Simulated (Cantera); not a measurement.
A freely propagating, adiabatic, planar premixed flame of 22.5 % H2, 16.3 % O2, 61.2 % N2, equivalence ratio 0.69, unburnt at 325 K and 7500 Torr; mixture-averaged transport, grid criteria slope 0.08 and curve 0.16, no radiation.

Model: the H2/O2 subset of GRI-Mech 3.0, which has no nitrogen chemistry, integrated in Cantera. The hydrogen kinetics of GRI-Mech 3.0 are dated; newer H2 mechanisms differ, most at raised pressure. Burning velocities carry a grid error of a few per cent, more on coarse grids. Lean hydrogen flames are cellular in practice and burn faster than this planar one.

### Question
Predict: laminar burning velocity; thermal thickness; peak x(H); peak x(O); peak x(HO2); peak x(OH).

### Answer
- laminar burning velocity = 44.3 cm/s
- thermal thickness = 0.0456 mm
- peak x(H) = 0.00142
- peak x(O) = 0.00137
- peak x(HO2) = 0.000832
- peak x(OH) = 0.00475
